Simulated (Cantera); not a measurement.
Cantera run:

```python
import numpy as np
import cantera as ct

gas_names = """
    H HO2 H2 H2O H2O2 O OH O2 O3 Si SiH SiH2 SiH3 SiH4 SiO SiO2 Si2 Si3
""".split()
cond_names = """
    H2O(s) H2O(L) Si(cr) Si(L) SiO2(Lqz) SiO2(hqz) SiO2(L)
""".split()


# ... load() reads the species with a 1 bar reference pressure and builds the phases ...
atoms = {
    'Si2H6': {'Si': 2, 'H': 6},
    'O3': {'O': 3},
}
top_T = {}  # K; cautious upper limits of use, not melting points


# ... equilibrate(T, P, feed) seeds the gas with the atoms and calls Mixture.equilibrate('TP', solver="vcs", rtol=1e-11, max_steps=5000) ...
results = []
feed = {'Si2H6': 1, 'O3': 0.44}  # mol
T = 1450  # K
P = 8.3  # Pa
mix = equilibrate(T, P, feed)
results.append((T, P, feed, dict(zip(mix.species_names, mix.species_moles))))
x = sorted(zip(gas.X, gas.species_names), reverse=True)
print(f"T = {T:g} K  P = {P:g} Pa  gas = {mix.phase_moles(0):.4g} mol")
print("   x: " + "  ".join(f"{s} {v:.3e}" for v, s in x if v > 1e-06))
print("   condensed (mol): " + ("  ".join(f"{mix.phase(i).name} {mix.phase_moles(i):.4g}"
      for i in range(1, mix.n_phases) if mix.phase_moles(i) > 1e-12) or "none"))
```

Result:

```
T = 1450 K  P = 8.3 Pa  gas = 4.322 mol
   x: H2 6.937e-01  SiO 3.054e-01  H 8.646e-04  Si 3.707e-05  SiH 1.117e-06
   condensed (mol): Si(cr) 0.6798
```

These are equilibrium values from Cantera (NASA tables, ideal gas, pure condensed phases), not measurements of a reactor. The feed counts by its element totals alone.
